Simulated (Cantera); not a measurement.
Oxide etching and cleaning by halides: CaO + HCl + O2

Charge: 1 mol CaO, 4.8 mol HCl, a varied amount of O2, at 1623.15 K and 1.90 mbar.

These are equilibrium values from Cantera (NASA tables, ideal gas, pure condensed phases), not measurements of a reactor. Candidate condensed phases: Ca, CaCl2, CaO, Ca(OH)2, H2O; 21 gas species. The numbers say what is thermodynamically allowed, not how fast it happens.

From 0.3 mol O2 to 19 mol O2 nothing is condensed. The main Ca-bearing gas is CaCl2 throughout.

```csv
n(O2) (mol),x O2,x HCl,x H2O,x CaCl2,x Cl,x OH,x O
0.3,0.0468,0.498,0.215,0.194,0.0442,0.00102,9.45e-5
0.44,0.0706,0.480,0.212,0.189,0.0476,0.00112,0.000116
0.64,0.103,0.457,0.206,0.181,0.0505,0.00121,0.000140
0.93,0.146,0.429,0.198,0.172,0.0528,0.00130,0.000167
1.4,0.209,0.390,0.186,0.159,0.0543,0.00137,0.000200
2,0.276,0.351,0.172,0.145,0.0544,0.00142,0.000230
2.9,0.358,0.305,0.154,0.128,0.0532,0.00143,0.000261
4.2,0.447,0.256,0.135,0.110,0.0506,0.00141,0.000292
6.1,0.541,0.207,0.114,0.0906,0.0466,0.00136,0.000321
8.8,0.629,0.161,0.0932,0.0727,0.0418,0.00128,0.000347
13,0.714,0.119,0.0732,0.0557,0.0360,0.00117,0.000369
19,0.784,0.0862,0.0564,0.0417,0.0303,0.00105,0.000387
```
x: gas mole fraction; nothing condenses.
